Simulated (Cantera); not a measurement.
Feed: 1 mol Al(CH3)3, 1.8 mol N2, 2.2 mol H2O, held at 450 °C and 7.50 Torr.

Cantera equilibrium calculation (NASA polynomials, part measured and part estimated; ideal gas, pure solids and liquids). Candidate condensed phases: Al, AlN, Al2O3, C, C6H6, C7H8, C8H18, H2O; 148 gas species. The feed counts by its element totals alone. The numbers say what is thermodynamically allowed, not how fast it happens.

### Question
What is the equilibrium state?

### Answer
x(H2): 0.693
x(N2): 0.210
x(H2O): 0.0359
x(CH4): 0.0256
x(CO): 0.0254
x(CO2): 0.0101
x(NH3): 1.85e-5
n(Al2O3(s)): 0.500 mol
n(C(graphite)): 2.48 mol
gas amount: 8.585 mol
log10 activity of Al(s) (absent): -27.91
